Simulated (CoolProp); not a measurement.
Aqueous lithium chloride as a coolant, 18 % by mass, freezing at -34.9 °C, 1 atm.

The numbers come from the Melinder's fits for secondary coolants in CoolProp.

```
T (°C)  Prandtl number  density (kg/m³)  conductivity (W/(m K))  viscosity (mPa s)
------  --------------  ---------------  ----------------------  -----------------
-3.9              22.8             1109                   0.523               3.72
-0.6              20.4             1108                   0.527               3.34
2.8               18.3             1107                   0.532               3.01
6.2               16.6             1107                   0.537               2.73
9.6               15.0             1106                   0.542               2.49
13                13.8             1105                   0.547               2.28
16.4              12.6             1104                   0.551               2.10
19.8              11.6             1103                   0.556               1.95
23.2              10.8             1102                   0.561               1.81
26.5              10.0             1101                   0.565               1.69
29.9              9.34             1100                   0.570               1.58
33.3              8.71             1099                   0.575               1.47
36.7              8.14             1098                   0.580               1.38
```
